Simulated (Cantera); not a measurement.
**Stirred combustor or abatement burner**

A perfectly stirred reactor is fed with CH₄ : C₂H₆ : C₃H₈ : O₂ : N₂ = 1 : 0.054 : 0.023 : 5.75 : 21.6 (molar parts), at 1.38 atm; it is adiabatic with a 800 K inlet, and is followed from long to short residence time, starting on the burning branch (τ in s: 0.42, 0.13, 0.04, 0.012, 0.0038, 0.0012, 0.00037, 0.00011, 3.5e-05).

Computed with Cantera and GRI-Mech 3.0 (53 species, 325 reactions).

| τ (s) | T (K) | x CH₄ | x C₂H₆ | x C₃H₈ | x H₂O | x CH₂CO |
|---|---|---|---|---|---|---|
| 0.42 | 1704 | 3.34e-6 | 4.15e-8 | 1.63e-8 | 0.0789 | 1.17e-7 |
| 0.13 | 1703 | 7.40e-6 | 9.78e-8 | 4.05e-8 | 0.0788 | 2.78e-7 |
| 0.040 | 1699 | 1.59e-5 | 2.19e-7 | 9.42e-8 | 0.0786 | 6.12e-7 |
| 0.012 | 1692 | 3.42e-5 | 4.82e-7 | 2.11e-7 | 0.0783 | 1.27e-6 |
| 0.0038 | 1679 | 7.19e-5 | 1.01e-6 | 4.42e-7 | 0.0777 | 2.35e-6 |
| 0.0012 | 1652 | 0.000160 | 2.22e-6 | 9.48e-7 | 0.0768 | 4.15e-6 |
| 0.00037 | 1596 | 0.000430 | 5.89e-6 | 2.43e-6 | 0.0751 | 7.93e-6 |
| 0.00011 | 800 | 0.0352 | 0.00190 | 0.000809 | <1e-12 | <1e-12 |
| 3.5e-5 | 800 | 0.0352 | 0.00190 | 0.000809 | <1e-12 | <1e-12 |
x: mole fraction; the columns are a selection and need not sum to one.
